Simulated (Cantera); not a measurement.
# Equilibrium for boron, boron nitride and boron oxide: B + O2 + N2

Charge: 1 mol B, a varied amount of O2, 2.9 mol N2, held at 2.48 Torr.

Equilibrium computed with Cantera from the NASA thermochemical tables; the gas is ideal and each condensed phase is pure. Candidate condensed phases: B, BN, B2O3; 17 gas species. N2 is the only nitrogen source here; it is nearly inert below about 1500 K, so the nitride shown seldom forms there in practice. Mutual solubility and eutectic melting of coexisting phases are not modelled. Kinetics and transport are ignored.

Task: Map the stable condensed phases over T = 777, 877, 977, 1077, 1177, 1277, 1377, 1477, 1577, 1677, 1777, 1877, 1977 °C and n(O2) in mol = 0.18, 0.3, 0.48, 0.77, 1.2, 2, 3.2.

Result: 
```
T in °C \ n(O2) in mol
         0.18  0.3 0.48 0.77  1.2    2  3.2
   1977     A    A    A    B    B    B    B
   1877     C    C    C    B    B    B    B
   1777     C    C    C    B    B    B    B
   1677     C    C    C    B    B    B    B
   1577     C    C    C    B    B    B    B
   1477     C    C    C    B    B    B    B
   1377     C    C    C    D    D    B    B
   1277     E    E    E    D    D    D    D
   1177     E    E    E    D    D    D    D
   1077     E    E    E    D    D    D    D
    977     E    E    E    D    D    D    D
    877     E    E    E    D    D    D    D
    777     E    E    E    D    D    D    D
```
A: B; B: gas only; C: BN; D: B2O3; E: BN + B2O3.
